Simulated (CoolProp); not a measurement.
Nitrogen along the isotherm 68.7 K: fugacity coefficient from the reference equation and from simpler models built on Tc = 126.2 K, pc = 3.396 MPa, ω = 0.037; each cubic takes its own stable root.

Model: reference Helmholtz-energy equation of state, Span 2000, in CoolProp.

```json
[
 {"p (MPa)": "0.107", "phase": "liquid", "reference": "0.2924", "Redlich-Kwong": "0.2149", "Soave-Redlich-Kwong": "0.2863"},
 {"p (MPa)": "0.167", "phase": "liquid", "reference": "0.1880", "Redlich-Kwong": "0.1381", "Soave-Redlich-Kwong": "0.1841"},
 {"p (MPa)": "0.26", "phase": "liquid", "reference": "0.1214", "Redlich-Kwong": "0.08920", "Soave-Redlich-Kwong": "0.1189"},
 {"p (MPa)": "0.405", "phase": "liquid", "reference": "0.07861", "Redlich-Kwong": "0.05774", "Soave-Redlich-Kwong": "0.07697"},
 {"p (MPa)": "0.631", "phase": "liquid", "reference": "0.05112", "Redlich-Kwong": "0.03754", "Soave-Redlich-Kwong": "0.05005"},
 {"p (MPa)": "0.983", "phase": "liquid", "reference": "0.03349", "Redlich-Kwong": "0.02459", "Soave-Redlich-Kwong": "0.03279"},
 {"p (MPa)": "1.53", "phase": "liquid", "reference": "0.02221", "Redlich-Kwong": "0.01630", "Soave-Redlich-Kwong": "0.02174"},
 {"p (MPa)": "2.38", "phase": "liquid", "reference": "0.01500", "Redlich-Kwong": "0.01100", "Soave-Redlich-Kwong": "0.01467"},
 {"p (MPa)": "3.71", "phase": "liquid", "reference": "0.01039", "Redlich-Kwong": "0.007608", "Soave-Redlich-Kwong": "0.01016"},
 {"p (MPa)": "5.78", "phase": "liquid", "reference": "0.007511", "Redlich-Kwong": "0.005490", "Soave-Redlich-Kwong": "0.007339"},
 {"p (MPa)": "9", "phase": "liquid", "reference": "0.005798", "Redlich-Kwong": "0.004226", "Soave-Redlich-Kwong": "0.005657"},
 {"p (MPa)": "14", "phase": "liquid", "reference": "0.004950", "Redlich-Kwong": "0.003591", "Soave-Redlich-Kwong": "0.004817"}
]
```
